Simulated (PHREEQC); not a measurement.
Consider water at 25 °C with 0.015 mol Al2(SO4)3, 0.26 mol ZnCl2, 0.4 mol H2SO4 and 0.23 mol NaCl per kg of water. Closed to the air; pH follows from the charge balance.

Model: ion-association model, phreeqc.dat, run in PHREEQC.

Each row changes one thing in this solution. No solid was allowed to form.

```json
[
 {"case": "as made", "pH": "0.44", "ionic strength (mol/kgw)": "1.36", "Cl- (mol/kgw)": "0.647", "HSO4- (mol/kgw)": "0.310", "Zn+2 (mol/kgw)": "0.160", "SO4-2 (mol/kgw)": "0.0565", "SI of Gibbsite (Al(OH)3)": "-10.17"},
 {"case": "diluted 2-fold with water", "pH": "0.72", "ionic strength (mol/kgw)": "0.715", "Cl- (mol/kgw)": "0.351", "HSO4- (mol/kgw)": "0.146", "Zn+2 (mol/kgw)": "0.0879", "SO4-2 (mol/kgw)": "0.0334", "SI of Gibbsite (Al(OH)3)": "-9.48"},
 {"case": "Al2(SO4)3 replaced by AlCl3 at the same molality", "pH": "0.43", "ionic strength (mol/kgw)": "1.34", "Cl- (mol/kgw)": "0.680", "HSO4- (mol/kgw)": "0.291", "Zn+2 (mol/kgw)": "0.158", "SO4-2 (mol/kgw)": "0.0505", "SI of Gibbsite (Al(OH)3)": "-10.48"},
 {"case": "diluted 100-fold with water", "pH": "2.21", "ionic strength (mol/kgw)": "0.0190", "Cl- (mol/kgw)": "0.00747", "HSO4- (mol/kgw)": "0.00108", "Zn+2 (mol/kgw)": "0.00211", "SO4-2 (mol/kgw)": "0.00266", "SI of Gibbsite (Al(OH)3)": "-5.95"},
 {"case": "NaCl from 0.23 to 0.046 mol/kgw", "pH": "0.45", "ionic strength (mol/kgw)": "1.20", "Cl- (mol/kgw)": "0.499", "HSO4- (mol/kgw)": "0.315", "Zn+2 (mol/kgw)": "0.170", "SO4-2 (mol/kgw)": "0.0525", "SI of Gibbsite (Al(OH)3)": "-10.14"},
 {"case": "NaCl left out", "pH": "0.45", "ionic strength (mol/kgw)": "1.16", "Cl- (mol/kgw)": "0.460", "HSO4- (mol/kgw)": "0.316", "Zn+2 (mol/kgw)": "0.172", "SO4-2 (mol/kgw)": "0.0515", "SI of Gibbsite (Al(OH)3)": "-10.13"},
 {"case": "0.011 mol/kgw HCl added", "pH": "0.44", "ionic strength (mol/kgw)": "1.37", "Cl- (mol/kgw)": "0.655", "HSO4- (mol/kgw)": "0.311", "Zn+2 (mol/kgw)": "0.159", "SO4-2 (mol/kgw)": "0.0560", "SI of Gibbsite (Al(OH)3)": "-10.19"},
 {"case": "Al2(SO4)3 from 0.015 to 0.0015 mol/kgw", "pH": "0.43", "ionic strength (mol/kgw)": "1.31", "Cl- (mol/kgw)": "0.646", "HSO4- (mol/kgw)": "0.301", "Zn+2 (mol/kgw)": "0.160", "SO4-2 (mol/kgw)": "0.0521", "SI of Gibbsite (Al(OH)3)": "-11.17"},
 {"case": "temperature from 25 to 55 °C", "pH": "0.49", "ionic strength (mol/kgw)": "1.22", "Cl- (mol/kgw)": "0.552", "HSO4- (mol/kgw)": "0.358", "Zn+2 (mol/kgw)": "0.118", "SO4-2 (mol/kgw)": "0.0355", "SI of Gibbsite (Al(OH)3)": "-8.44"}
]
```

The ionic strength passes 0.7 mol/kgw, the rough limit of the ion-association models, in as made; diluted 2-fold with water; Al2(SO4)3 replaced by AlCl3 at the same molality; NaCl from 0.23 to 0.046 mol/kgw; NaCl left out; 0.011 mol/kgw HCl added; Al2(SO4)3 from 0.015 to 0.0015 mol/kgw; temperature from 25 to 55 °C. Away from 25 °C the constants follow the database's enthalpies or fits; those with neither stay at their 25 °C values.
